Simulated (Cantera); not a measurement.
## Diamond growth

A diamond (100) surface in a fixed gas of H2 with x(CH4) = 0.018, x(H) = 0.00095, at 1100 K, 0.0500 bar; coverages are run to steady state.

Model: the Harris–Goodwin 1993 mechanism for the reconstructed diamond (100) surface, integrated in Cantera.

```csv
x(CH3),growth (µm/h),θ c6HH,θ c6H*,θ c6*H,θ c6**,θ c6HM
1e-06,0.0134,0.523,0.0274,0.434,0.0156,0.000122
2.2e-06,0.0295,0.523,0.0274,0.434,0.0156,0.000269
4.8e-06,0.0643,0.522,0.0274,0.434,0.0155,0.000587
1e-05,0.134,0.522,0.0274,0.433,0.0155,0.00122
2.3e-05,0.306,0.521,0.0273,0.432,0.0154,0.00280
4.9e-05,0.648,0.518,0.0271,0.430,0.0153,0.00592
0.00011,1.43,0.513,0.0268,0.425,0.0149,0.0131
0.00023,2.89,0.502,0.0262,0.416,0.0142,0.0265
0.00051,5.98,0.480,0.0250,0.396,0.0128,0.0550
```
θ: site fractions in the mechanism's names (c6HH fully hydrogenated, c6H* and c6*H radical sites, c6** diradical, c6HM methylated).
